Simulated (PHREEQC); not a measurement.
## Metal-bearing waste water (model solution)

Make-up at 49 °C: 0.14 mol/kgw Pb(NO3)2 and 0.00053 mol/kgw CuCl2. Closed to the air; pH follows from the charge balance.

All values are PHREEQC results (ion-association model, phreeqc.dat), not measurements.

```json
{
 "pH": "4.24",
 "ionic_strength": "0.297 mol/kgw",
 "activity_of_water": "0.994"
}
```

```
species  molality  activity   log γ
-------  --------  --------  ------
NO3-        0.218     0.142  -0.188
Pb+2       0.0777    0.0213  -0.563
PbNO3+     0.0616    0.0445  -0.141
PbCl+    0.000613  0.000443  -0.141
Cu+2     0.000529  0.000147  -0.557
Cl-      0.000447  0.000302  -0.170
```

This is a speciation only: nothing precipitates in the calculation. Constants without temperature data keep their 25 °C values here.
